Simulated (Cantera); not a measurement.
Charge: 1 mol Ti, 0.58 mol O2, 29 mol H2, 0.0042 mol H2O, at 10.0 Torr.

These are equilibrium values from Cantera (NASA tables, ideal gas, pure condensed phases), not measurements of a reactor. Candidate condensed phases: H2O, Ti, TiO, TiO2, Ti2O3, Ti3O5, Ti4O7; 12 gas species. Mutual solubility and eutectic melting of coexisting phases are not modelled. TiO: taken at fixed stoichiometry. The numbers say what is thermodynamically allowed, not how fast it happens.

x: gas mole fraction; n: condensed amount in mol.

| T (K) | x H2 | x H | x H2O | x TiO | x Ti | n TiO(s) | n Ti2O3(s) | n TiO(l) |
|---|---|---|---|---|---|---|---|---|
| 1200 | 1.000 | 1.71e-6 | 2.23e-7 | <1e-12 | <1e-12 | 0.672 | 0.164 | 0 |
| 1300 | 1.000 | 9.58e-6 | 8.61e-7 | <1e-12 | <1e-12 | 0.672 | 0.164 | 0 |
| 1400 | 1.000 | 4.21e-5 | 2.84e-6 | 2.59e-11 | 2.31e-12 | 0.672 | 0.164 | 0 |
| 1500 | 1.000 | [?] | [?] | [?] | [?] | 0.672 | 0.164 | 0 |
| 1600 | 1.000 | [?] | [?] | [?] | [?] | 0.673 | 0.164 | 0 |
| 1700 | 0.999 | 0.00128 | 4.37e-5 | 1.42e-7 | 1.11e-8 | 0.674 | 0.163 | 0 |
| 1800 | 0.997 | 0.00310 | 8.89e-5 | 1.29e-6 | 9.65e-8 | 0.677 | 0.162 | 0 |
| 1900 | 0.993 | 0.00685 | 0.000168 | 9.18e-6 | 6.60e-7 | 0.681 | 0.159 | 0 |
| 2000 | 0.986 | 0.0140 | 0.000299 | 5.30e-5 | 3.67e-6 | 0.687 | 0.156 | 0 |
| 2100 | 0.973 | 0.0266 | 0.000603 | 0.000234 | 1.30e-5 | 0 | 0.147 | 0.699 |

Q: Fill in the missing entries.

A: 
- 1500, x H: 0.000152
- 1500, x H2O: 7.97e-6
- 1500, x TiO: 6.80e-10
- 1500, x Ti: 5.77e-11
- 1600, x H: 0.000471
- 1600, x H2O: 1.97e-5
- 1600, x TiO: 1.17e-8
- 1600, x Ti: 9.49e-10
